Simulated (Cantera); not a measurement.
# Abatement and gas-phase synthesis: PH₃ + O₂ + H₂

Input: 1 mol PH₃, 0.026 mol O₂, 0.21 mol H₂, equilibrated at 32000 Pa.

Cantera equilibrium calculation (NASA polynomials, part measured and part estimated; ideal gas, pure solids and liquids). Candidate condensed phases: H₂O, P, P₄O₁₀; 17 gas species. Gases not in the tables: HPO₂, HPO₃ and P₄O₆. Equilibrium is a limit: real reactors are often held back by kinetics, nucleation or transport.

```csv
T (K),log p H₂,log p H,log p P₂,log p P,log p PO
2473,-0.63,-1.97,-1.18,-2.73,-2.26
2548,-0.64,-1.83,-1.19,-2.57,-2.24
2623,-0.65,-1.70,-1.19,-2.43,-2.23
2698,-0.66,-1.58,-1.21,-2.30,-2.22
2773,-0.68,-1.47,-1.22,-2.17,-2.22
2848,-0.69,-1.36,-1.24,-2.06,-2.22
2923,-0.72,-1.27,-1.26,-1.95,-2.22
2998,-0.75,-1.18,-1.29,-1.85,-2.22
```
log p: log10 of the partial pressure in bar; nothing condenses.

From 2473 K to 2998 K nothing is condensed.
